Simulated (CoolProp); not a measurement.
Saturation properties of chloromethane (R40).

The numbers come from the reference Helmholtz-energy equation of state, Thol 2014 in CoolProp.

| T (K) | p (MPa) | liquid density (kg/m³) | vapour density (kg/m³) | liquid cp (kJ/(kg K)) | surface tension (mN/m) |
|---|---|---|---|---|---|
| 262.1 | 0.1723 | 980.5 | 4.202 | 1.581 | 21.3 |
| 271.3 | 0.2427 | 963.7 | 5.795 | 1.586 | ___ |
| 280.6 | 0.3346 | 946.3 | 7.844 | 1.595 | 18.2 |
| 289.8 | 0.4494 | 928.5 | 10.38 | 1.610 | 16.7 |
| 299.1 | 0.5934 | 909.9 | 13.55 | 1.629 | 15.2 |
| 308.4 | 0.7695 | ___ | 17.43 | 1.653 | 13.8 |
| 317.6 | 0.9792 | 870.7 | ___ | 1.684 | 12.4 |
| 326.9 | ___ | ___ | ___ | 1.722 | 11.0 |
| 336.1 | 1.525 | 827.9 | 34.52 | 1.769 | 9.60 |
| 345.4 | ___ | 804.5 | 42.72 | 1.829 | 8.26 |

Problem. Fill in the missing entries.

Solution. 
- 271.3, surface tension (mN/m): 19.7
- 308.4, liquid density (kg/m³): 890.6
- 317.6, vapour density (kg/m³): 22.08
- 326.9, p (MPa): 1.231
- 326.9, liquid density (kg/m³): 849.7
- 326.9, vapour density (kg/m³): 27.76
- 345.4, p (MPa): 1.870

It boils at 249.2 K under 1 atm.

Surface tension comes from a separate correlation (Mulero 2014).
